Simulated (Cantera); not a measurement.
A freely propagating, adiabatic, planar premixed flame of H₂ : O₂ : N₂ = 1 : 0.455 : 1.71 (molar parts), unburnt at 323 K and 1000000 Pa; mixture-averaged transport, grid criteria slope 0.08 and curve 0.16, no radiation.

Cantera simulation using the H2/O2 subset of GRI-Mech 3.0, which has no nitrogen chemistry; the numbers are that mechanism's predictions, not measurements. The hydrogen kinetics of GRI-Mech 3.0 are dated; newer H2 mechanisms differ, most at raised pressure. Burning velocities carry a grid error of a few per cent, more on coarse grids.

Q: What does this change do: inlet temperature 323 to 423 K?

A: 
```tsv
quantity	before	after
laminar burning velocity	210 cm/s	340 cm/s
thermal thickness	0.0231 mm	0.0235 mm
peak x(HO₂)	0.00162	0.00158
peak x(H₂O₂)	0.000248	0.000200
peak x(O)	0.00358	0.00446
```

Q: What does this change do: N2 1.71 to 2.2 parts?

A: 
```
quantity                     before      after
------------------------  ---------  ---------
laminar burning velocity   210 cm/s   118 cm/s
thermal thickness         0.0231 mm  0.0291 mm
peak x(HO₂)                 0.00162    0.00121
peak x(H₂O₂)               0.000248   0.000263
peak x(O)                   0.00358    0.00189
```
